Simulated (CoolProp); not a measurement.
Vapour-liquid equilibrium of CH2F2 (R32) (1) + propylene (2) at 221.2 K; x and y are mole fractions of (1).

Model: multi-fluid Helmholtz-energy mixture model, Tillner-Roth 1997 and Lemmon 2013; pair parameters Bell 2016, in CoolProp.

| x | bubble pressure (bar) | y at the bubble point | dew pressure at overall composition x (bar) | liquid density (mol/L) |
|---|---|---|---|---|
| 0.05 | 1.011 | 0.213 | 0.8657 | 14.86 |
| 0.125 | 1.198 | 0.372 | 0.9277 | [?] |
| 0.2 | 1.312 | 0.454 | 0.9983 | 15.63 |
| 0.275 | 1.379 | 0.502 | [?] | 16.06 |
| 0.35 | 1.415 | 0.532 | 1.170 | 16.54 |
| 0.425 | [?] | 0.552 | 1.271 | 17.06 |
| 0.5 | 1.441 | 0.565 | 1.376 | 17.63 |
| 0.575 | 1.444 | 0.575 | 1.444 | 18.26 |
| 0.65 | 1.441 | 0.586 | 1.382 | 18.96 |
| 0.725 | 1.432 | 0.602 | 1.290 | 19.73 |
| 0.8 | 1.406 | 0.629 | 1.199 | 20.58 |
| 0.875 | 1.342 | 0.683 | 1.117 | 21.52 |
| 0.95 | 1.192 | 0.806 | 1.043 | 22.57 |

Task: What belongs in the gaps?

Result: 
- 0.125, liquid density (mol/L): 15.23
- 0.275, dew pressure at overall composition x (bar): 1.079
- 0.425, bubble pressure (bar): 1.434

y crosses x between x = 0.575 and 0.65: the model has an azeotrope there.

The pair parameters rest on a limited set of measurements; away from them the model extrapolates. With so large a gap from Raoult's law the liquid may split in two, which this calculation doesn't test in full.
